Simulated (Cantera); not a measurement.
Input: 1 mol Si₃N₄, 0.017 mol O₂, 2.6 mol H₂, held at 1398.15 K and 1.30 bar.

Cantera equilibrium calculation (NASA polynomials, part measured and part estimated; ideal gas, pure solids and liquids). Candidate condensed phases: H₂O, Si, SiO₂, Si₂N₂O, Si₃N₄; 35 gas species. Mutual solubility and eutectic melting of coexisting phases are not modelled. Rates play no part.

Base state: H₂ 0.996, N₂ 0.00434 (mole fractions); condensed: Si₂N₂O(s) + Si₃N₄(s).

Task: What changes in the equilibrium state with this change: pressure from 1.30 bar to 0.990 Pa?

Result: 
```csv
species,before,after
H₂,0.996,0.560
N₂,0.00434,0.431
SiO,4.62e-9,0.00733
Si,<1e-9,7.90e-5
H,4.15e-6,0.00113
"Si₂N₂O(s), mol",0.0340,0
"Si₃N₄(s), mol",0.977,0
"Si(s), mol",0,2.97
```
